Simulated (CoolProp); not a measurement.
Vapour-liquid equilibrium of o-xylene (1) + n-nonane (2) at 161.95 °C; x and y are mole fractions of (1).

Computed with CoolProp (multi-fluid Helmholtz-energy mixture model, Zhou 2012 and Lemmon 2006; pair parameters Bell 2016).

Q: Give the bubble pressure and the first vapour's composition at x = 0.125, 0.5, 0.875. Is there an azeotrope?

A: x = 0.125: 0.1406 MPa, y = 0.156; x = 0.5: 0.1533 MPa, y = 0.540; x = 0.875: 0.1584 MPa, y = 0.876. y crosses x between x = 0.875 and 0.95: the model has an azeotrope there.

The pair parameters rest on a limited set of measurements; away from them the model extrapolates.
